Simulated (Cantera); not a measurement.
Input (Python, Cantera) and output of one run.

```python
import numpy as np
import cantera as ct

gas_names = """
    CL CL2 H HCL H2 Si SiCL SiCL2 SiCL3 SiCL4 SiH SiHCL3 SiH2 SiH2CL2 SiH3 SiH3CL SiH4 Si2 Si3
""".split()
cond_names = """
    Si(cr) Si(L)
""".split()


# ... load() reads the species with a 1 bar reference pressure and builds the phases ...
atoms = {
    'SiH4': {'Si': 1, 'H': 4},
    'Cl2': {'CL': 2},
    'H2': {'H': 2},
}
top_T = {}  # K; cautious upper limits of use, not melting points


# ... equilibrate(T, P, feed) seeds the gas with the atoms and calls Mixture.equilibrate('TP', solver="vcs", rtol=1e-11, max_steps=5000) ...
results = []
feed = {'SiH4': 1, 'Cl2': 0.05, 'H2': 120}  # mol
T = 1475  # K
P = 13332.2  # Pa
mix = equilibrate(T, P, feed)
results.append((T, P, feed, dict(zip(mix.species_names, mix.species_moles))))
print(gas.report(threshold=1e-06))
for i in range(1, mix.n_phases):
    print(f"{mix.phase(i).name:16s} {mix.phase_moles(i):12.5e} mol")
```

Result:

```
       temperature   1475 K
          pressure   13332 Pa
           density   0.0022224 kg/m^3
  mean mol. weight   2.0443 kg/kmol
   phase of matter   gas

                          1 kg             1 kmol
                     ---------------   ---------------
          enthalpy        1.7345e+07        3.5459e+07  J
   internal energy        1.1346e+07        2.3195e+07  J
           entropy             95491        1.9521e+05  J/K
    Gibbs function        -1.235e+08       -2.5248e+08  J
 heat capacity c_p             15780             32259  J/K
 heat capacity c_v             11713             23945  J/K

                      mass frac. Y      mole frac. X     chem. pot. / RT
                     ---------------   ---------------   ---------------
                 H        1.7507e-05        3.5505e-05           -10.285
               HCL          0.014535        0.00081501           -42.007
                H2           0.98532           0.99915            -20.57
             SiCL2        0.00010135        2.0932e-06           -67.988
              SiH2        1.5884e-05        1.0787e-06           -25.114
     [  +14 minor]        7.0167e-06        3.4561e-07

Si(cr)            9.99574e-01 mol
```

Cantera equilibrium calculation (NASA polynomials, part measured and part estimated; ideal gas, pure solids and liquids).
